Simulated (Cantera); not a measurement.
Input: 1 mol Fe(CO)5, 0.96 mol O2, 0.52 mol N2, equilibrated at 1325 °C and 13.0 Pa.

Equilibrium computed with Cantera from the NASA thermochemical tables; the gas is ideal and each condensed phase is pure. Candidate condensed phases: C, Fe, Fe(CO)5, FeO, Fe2O3, Fe3O4; 27 gas species. The tables' stoichiometric FeO is somewhat more stable than real wüstite, so its field is too wide. FeO: taken at fixed stoichiometry. Rates play no part.

Base state: CO 0.730, CO2 0.171, N2 0.0937, Fe 0.00530, FeO 2.21e-5 (mole fractions); condensed: FeO(s).

Task: What changes in the equilibrium state with this change: pressure from 13.0 Pa to 7.50 mbar?

Result: 
```
species       before    after
-----------  -------  -------
CO             0.730    0.739
CO2            0.171    0.167
N2            0.0937   0.0942
Fe           0.00530  9.55e-5
FeO          2.21e-5  3.83e-7
FeO(s), mol    0.970    0.999
```
